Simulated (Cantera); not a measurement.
Pyrogenic steam for wet oxidation

A perfectly stirred reactor is fed with H₂ : O₂ : N₂ = 1.3 : 1 : 14 (molar parts), equivalence ratio 0.65, at 1.00 bar; it is held at 1325 K, and followed from long to short residence time.

Computed with Cantera and the H2/O2 subset of GRI-Mech 3.0, which has no nitrogen chemistry. The temperature is held fixed by assumption; the heat of reaction is taken as removed at once.

```
τ (s)       x H₂    x O₂   x H₂O₂   x H₂O       x O    x HO₂
------  --------  ------  -------  ------  --------  -------
4.5      1.96e-5  0.0224  5.76e-8  0.0830   4.59e-6  5.13e-7
2.3      3.07e-5  0.0224  8.24e-8  0.0830   7.23e-6  7.80e-7
1.1      5.03e-5  0.0224  1.20e-7  0.0830   1.19e-5  1.22e-6
0.58     7.70e-5  0.0224  1.66e-7  0.0829   1.85e-5  1.76e-6
0.30    0.000119  0.0224  2.27e-7  0.0828   2.90e-5  2.51e-6
0.15    0.000189  0.0224  3.12e-7  0.0827   4.66e-5  3.53e-6
0.076   0.000294  0.0224  4.19e-7  0.0826   7.41e-5  4.75e-6
0.038   0.000460  0.0224  5.56e-7  0.0823  0.000119  6.14e-6
0.019   0.000714  0.0225  7.22e-7  0.0820  0.000188  7.60e-6
0.0099   0.00107  0.0227  9.04e-7  0.0815  0.000289  8.92e-6
0.0050   0.00163  0.0229  1.11e-6  0.0807  0.000449  1.02e-5
```
x: mole fraction; the columns are a selection and need not sum to one.
